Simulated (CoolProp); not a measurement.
The numbers come from the reference Helmholtz-energy equation of state, Lemmon 2006 in CoolProp. It is a short technical equation, of lower accuracy than the large ones.

### Question
For neopentane, give the phase and the density (kg/m³), Joule-Thomson coefficient (K/MPa) at 191.05 °C and 9.99 bar; 191.05 °C and 20 bar.

### Answer
- 191.05 °C and 9.99 bar: gas; density 20.5, Joule-Thomson coefficient 6.86
- 191.05 °C and 20 bar: gas; density 46.3, Joule-Thomson coefficient 8.08
